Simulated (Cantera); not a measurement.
Feed: 1 mol TiO₂, 4.3 mol CH₄, 18 mol H₂, held at 13.0 Pa.

These are equilibrium values from Cantera (NASA tables, ideal gas, pure condensed phases), not measurements of a reactor. Candidate condensed phases: C, C₆H₆, C₇H₈, C₈H₁₈, H₂O, Ti, TiC, TiO, TiO₂, Ti₂O₃, Ti₃O₅, Ti₄O₇; 113 gas species. TiC: taken at fixed stoichiometry. Equilibrium is a limit: real reactors are often held back by kinetics, nucleation or transport.

x: gas mole fraction; n: condensed amount in mol.

| T (K) | x H₂ | x H | x CO | x C₂H₂ (acetylene) | x Ti | n C(graphite) | n TiC(s) |
|---|---|---|---|---|---|---|---|
| 1075 | 0.930 | 1.24e-6 | 0.0699 | 7.00e-9 | <1e-12 | 1.30 | 1.00 |
| 1225 | 0.930 | ___ | 0.0699 | ___ | <1e-12 | 1.30 | 1.00 |
| 1375 | 0.930 | 0.000290 | 0.0699 | 1.65e-6 | <1e-12 | 1.30 | 1.00 |
| 1525 | 0.928 | 0.00200 | 0.0699 | 1.12e-5 | 3.26e-11 | 1.30 | 1.00 |
| 1675 | 0.921 | 0.00977 | 0.0696 | 5.35e-5 | 3.15e-9 | 1.30 | 1.00 |
| 1825 | 0.895 | ___ | 0.0687 | ___ | ___ | 1.29 | 1.000 |
| 1975 | 0.824 | 0.109 | 0.0661 | 0.000535 | 3.59e-6 | 1.27 | 1.000 |
| 2125 | 0.676 | 0.262 | 0.0608 | 0.00113 | 5.71e-5 | 1.23 | 0.998 |

Problem. What belongs in the gaps?

Solution. 
- 1825, x H: 0.0365
- 1825, x C₂H₂ (acetylene): 0.000192
- 1825, x Ti: 1.43e-7
- 1225, x H: 2.64e-5
- 1225, x C₂H₂ (acetylene): 1.51e-7
